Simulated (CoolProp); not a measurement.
Vapour-liquid equilibrium of ethane (1) + n-butane (2) at 0.421 bar; x and y are mole fractions of (1).

Values from CoolProp's multi-fluid Helmholtz-energy mixture model, Bücker 2006 and Bücker 2006; pair parameters Kunz 2012.

```csv
x,"bubble temperature, mixture model (°C)","bubble temperature, Raoult's law (°C)","y, mixture model","y, Raoult's law"
0.05,-44.9,-46.6,0.708,0.739
0.15,-68.0,-68.6,0.941,0.945
0.25,-79.1,-79.1,0.978,0.979
0.35,-85.9,-85.5,0.989,0.989
0.45,-90.6,-90.2,0.994,0.994
0.55,-94.1,-93.7,0.997,0.997
0.65,-96.8,-96.5,0.998,0.998
0.75,-99.0,-98.9,0.999,0.999
0.85,-100.9,-100.9,0.999,0.999
0.95,-102.6,-102.6,1.000,1.000
```

The largest gap from Raoult's law is +1.7 K in bubble temperature, at x = 0.05. No azeotrope shows between x = 0.05 and 0.95.

The pair parameters rest on a limited set of measurements; away from them the model extrapolates. The gap from Raoult's law changes sign with composition, which may be real or a fault of the pair parameters; it wasn't checked against measurements.
